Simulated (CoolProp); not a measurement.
Toluene along the isotherm 620 K: fugacity coefficient from the reference equation and from simpler models built on Tc = 591.7 K, pc = 4.126 MPa, ω = 0.266; each cubic takes its own stable root.

Model: reference Helmholtz-energy equation of state, Lemmon 2006, in CoolProp. It is a short technical equation, of lower accuracy than the large ones.

| p (MPa) | phase | reference |
|---|---|---|
| 0.0326 | gas | 0.9975 |
| 0.0742 | gas | 0.9943 |
| 0.169 | gas | 0.9871 |
| 0.385 | gas | 0.9708 |
| 0.875 | gas | 0.9342 |
| 1.99 | gas | 0.8532 |
| 4.53 | supercritical | 0.6762 |
| 10.3 | supercritical | 0.3970 |

Q: How far does each simpler model (van der Waals, Redlich-Kwong, Soave-Redlich-Kwong) lie from the reference over these 8 states: mean and median of the absolute difference, and the worst?

A: 
- van der Waals: mean 2.4 %, median 0.8 %, worst +10.9 % at 620 K and 10.3 MPa
- Redlich-Kwong: mean 1.0 %, median 0.3 %, worst +4.9 % at 620 K and 10.3 MPa
- Soave-Redlich-Kwong: mean 1.7 %, median 0.4 %, worst +8.5 % at 620 K and 10.3 MPa
